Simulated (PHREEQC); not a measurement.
Synthetic water in mg/kgw, 25 °C, pH 6.48:

```
constituent         mg/kgw
------------------  ------
Na                    1200
K                     14.3
Ca                     322
Mg                     209
Cl                    2720
S(6) as SO4            322
Alkalinity as HCO3    3.35
Li                    10.4
B                    0.124
```

Cl is adjusted to close the charge balance.
Valence states are taken as typed.

All values are PHREEQC results (Pitzer model, pitzer.dat), not measurements.

```yaml
ionic_strength: 0.107 mol/kgw
specific_conductance: 8980 µS/cm
density: 1.001 g/cm³
osmotic_coefficient: 0.905
```

| species | molality | activity | log γ |
|---|---|---|---|
| Cl- | 0.0806 | 0.0615 | -0.118 |
| Na+ | 0.0522 | 0.0410 | -0.104 |
| Mg+2 | 0.00860 | 0.00323 | -0.426 |
| Ca+2 | 0.00803 | 0.00287 | -0.447 |
| SO4-2 | 0.00335 | 0.000848 | -0.597 |
| Li+ | 0.00150 | 0.00120 | -0.098 |
| K+ | 0.000366 | 0.000283 | -0.111 |
| HCO3- | 5.52e-5 | 4.56e-5 | -0.082 |
| CO2 | 3.28e-5 | 3.33e-5 | 0.006 |
| B(OH)3 | 1.14e-5 | 1.15e-5 | 0.002 |
| H+ | 4.13e-7 | 3.31e-7 | -0.097 |
| OH- | 4.29e-8 | 3.05e-8 | -0.148 |
| HSO4- | 3.45e-8 | 2.68e-8 | -0.111 |
| B(OH)4- | 2.84e-8 | 2.00e-8 | -0.153 |
| CO3-2 | 2.24e-8 | 6.31e-9 | -0.550 |
| MgCO3 | 1.72e-8 | 1.72e-8 | 0.000 |

Precipitation was switched off in this run.
